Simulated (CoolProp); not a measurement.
Sulfur dioxide along the isotherm 434.5 K: fugacity coefficient from the reference equation and from simpler models built on Tc = 430.6 K, pc = 7.887 MPa, ω = 0.256; each cubic takes its own stable root.

Model: reference Helmholtz-energy equation of state, Gao 2016, in CoolProp.

```json
[
 {"p (MPa)": "0.0623", "phase": "gas", "reference": "0.9973"},
 {"p (MPa)": "0.118", "phase": "gas", "reference": "0.9950"},
 {"p (MPa)": "0.224", "phase": "gas", "reference": "0.9905"},
 {"p (MPa)": "0.425", "phase": "gas", "reference": "0.9819"},
 {"p (MPa)": "0.805", "phase": "gas", "reference": "0.9659"},
 {"p (MPa)": "1.53", "phase": "gas", "reference": "0.9354"},
 {"p (MPa)": "2.89", "phase": "gas", "reference": "0.8790"},
 {"p (MPa)": "5.49", "phase": "gas", "reference": "0.7722"},
 {"p (MPa)": "10.4", "phase": "supercritical", "reference": "0.5467"},
 {"p (MPa)": "19.7", "phase": "supercritical", "reference": "0.3459"}
]
```

Task: How far does each simpler model (van der Waals, Redlich-Kwong) lie from the reference over these 10 states: mean and median of the absolute difference, and the worst?

Result: 
- van der Waals: mean 3.0 %, median 0.7 %, worst +16.0 % at 434.5 K and 19.7 MPa
- Redlich-Kwong: mean 0.9 %, median 0.1 %, worst +5.7 % at 434.5 K and 19.7 MPa
